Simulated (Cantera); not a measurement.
Equilibrium for silicon nitride deposition: SiF4 + N2

Input: 1 mol SiF4, 2.5 mol N2, at 2.00 mbar.

These are equilibrium values from Cantera (NASA tables, ideal gas, pure condensed phases), not measurements of a reactor. Candidate condensed phases: Si, Si3N4; 16 gas species. The tables' values for SiF3, SiF2 are old estimates; treat these amounts as uncertain. Rates play no part.

```csv
T (K),log p N2,log p SiF4,log p F,log p SiF3
1600,-2.85,-3.24,-7.36,-7.36
1650,-2.85,-3.24,-7.06,-7.06
1700,-2.85,-3.24,-6.78,-6.78
1750,-2.85,-3.24,-6.51,-6.51
1800,-2.85,-3.24,-6.26,-6.26
1850,-2.85,-3.24,-6.02,-6.02
1900,-2.85,-3.24,-5.79,-5.80
1950,-2.85,-3.25,-5.58,-5.58
2000,-2.85,-3.25,-5.38,-5.38
2050,-2.85,-3.25,-5.18,-5.19
2100,-2.85,-3.25,-5.00,-5.01
```
log p: log10 of the partial pressure in bar; nothing condenses.

From 1600 K to 2100 K nothing is condensed. The main Si-bearing gas is SiF4 throughout.
